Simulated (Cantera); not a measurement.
**Moist CO burnout**

An isothermal, constant-pressure homogeneous reactor starts with CO : O₂ : H₂O : N₂ = 0.029 : 0.042 : 0.073 : 1 (molar parts), equivalence ratio 0.35, at 900 K and 3750 Torr.

Cantera simulation using GRI-Mech 3.0 (53 species, 325 reactions); the numbers are that mechanism's predictions, not measurements.

```json
[
 {"t (s)": "0.000200", "x CO": "0.0253", "x O₂": "0.0367", "x H₂O": "0.0638", "x NO": "<1e-12", "x OH": "<1e-12"},
 {"t (s)": "0.000397", "x CO": "0.0253", "x O₂": "0.0367", "x H₂O": "0.0638", "x NO": "<1e-12", "x OH": "1.19e-12"},
 {"t (s)": "0.000790", "x CO": "0.0253", "x O₂": "0.0367", "x H₂O": "0.0638", "x NO": "<1e-12", "x OH": "1.41e-12"},
 {"t (s)": "0.00157", "x CO": "0.0253", "x O₂": "0.0367", "x H₂O": "0.0638", "x NO": "<1e-12", "x OH": "1.82e-12"},
 {"t (s)": "0.00312", "x CO": "0.0253", "x O₂": "0.0367", "x H₂O": "0.0638", "x NO": "<1e-12", "x OH": "2.65e-12"},
 {"t (s)": "0.00620", "x CO": "0.0253", "x O₂": "0.0367", "x H₂O": "0.0638", "x NO": "<1e-12", "x OH": "4.33e-12"},
 {"t (s)": "0.0123", "x CO": "0.0253", "x O₂": "0.0367", "x H₂O": "0.0638", "x NO": "<1e-12", "x OH": "7.89e-12"},
 {"t (s)": "0.0245", "x CO": "0.0253", "x O₂": "0.0367", "x H₂O": "0.0638", "x NO": "<1e-12", "x OH": "1.58e-11"},
 {"t (s)": "0.0487", "x CO": "0.0253", "x O₂": "0.0367", "x H₂O": "0.0638", "x NO": "<1e-12", "x OH": "3.54e-11"},
 {"t (s)": "0.0968", "x CO": "0.0253", "x O₂": "0.0367", "x H₂O": "0.0638", "x NO": "<1e-12", "x OH": "9.23e-11"},
 {"t (s)": "0.192", "x CO": "0.0253", "x O₂": "0.0367", "x H₂O": "0.0638", "x NO": "<1e-12", "x OH": "2.81e-10"},
 {"t (s)": "0.382", "x CO": "0.0253", "x O₂": "0.0367", "x H₂O": "0.0638", "x NO": "<1e-12", "x OH": "8.26e-10"},
 {"t (s)": "0.760", "x CO": "0.0250", "x O₂": "0.0365", "x H₂O": "0.0638", "x NO": "<1e-12", "x OH": "1.97e-9"},
 {"t (s)": "1.51", "x CO": "0.0238", "x O₂": "0.0360", "x H₂O": "0.0639", "x NO": "<1e-12", "x OH": "3.34e-9"},
 {"t (s)": "3.00", "x CO": "0.0212", "x O₂": "0.0347", "x H₂O": "0.0639", "x NO": "<1e-12", "x OH": "3.85e-9"}
]
```
x: mole fraction; the columns are a selection and need not sum to one.

Equilibrium at this temperature and pressure: CO <1e-12, O₂ 0.0243, H₂O 0.0646, NO 3.35e-6, OH 4.13e-9 (gas phase only).
